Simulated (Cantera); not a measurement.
Gas activation for diamond growth

An isothermal, constant-pressure homogeneous reactor starts with 0.351 % CH4, 97.5 % H2, 2.15 % CO2, at 2250 K and 1330 Pa.

Cantera simulation using GRI-Mech 3.0 (53 species, 325 reactions); the numbers are that mechanism's predictions, not measurements. Radical loss at walls, strong at low pressure, is not modelled.

| t (s) | x CH4 | x H2 | x CO2 | x H | x O2 |
|---|---|---|---|---|---|
| 3.00e-6 | 0.00351 | 0.975 | 0.0215 | 1.43e-6 | <1e-12 |
| 8.77e-6 | 0.00351 | 0.975 | 0.0215 | 4.61e-6 | <1e-12 |
| 2.56e-5 | 0.00350 | 0.975 | 0.0215 | 1.59e-5 | <1e-12 |
| 7.50e-5 | 0.00350 | 0.975 | 0.0214 | 5.42e-5 | <1e-12 |
| 0.000219 | 0.00349 | 0.975 | 0.0214 | 0.000169 | <1e-12 |
| 0.000641 | 0.00347 | 0.974 | 0.0213 | 0.000504 | 1.02e-12 |
| 0.00187 | 0.00340 | 0.973 | 0.0204 | 0.00147 | 9.29e-12 |
| 0.00548 | 0.00320 | 0.964 | 0.0141 | 0.00421 | 9.72e-11 |
| 0.0160 | 0.00246 | 0.944 | 0.000820 | 0.0110 | 2.52e-9 |
| 0.0468 | 0.000723 | 0.936 | 8.68e-5 | 0.0199 | 8.55e-9 |
| 0.137 | 0.000143 | 0.931 | 8.57e-5 | 0.0264 | 1.33e-8 |
| 0.400 | 7.83e-6 | 0.923 | 8.38e-5 | 0.0347 | 2.01e-8 |
| 1.17 | 3.98e-12 | 0.909 | 8.35e-5 | 0.0492 | 4.10e-8 |
| 3.42 | 1.97e-12 | 0.898 | 8.34e-5 | 0.0604 | 6.33e-8 |
| 10.0 | 1.86e-12 | 0.897 | 8.34e-5 | 0.0614 | 6.54e-8 |
x: mole fraction; the columns are a selection and need not sum to one.

Equilibrium at this temperature and pressure: CH4 2.05e-12, H2 0.897, CO2 8.34e-5, H 0.0614, O2 6.54e-8 (gas phase only).
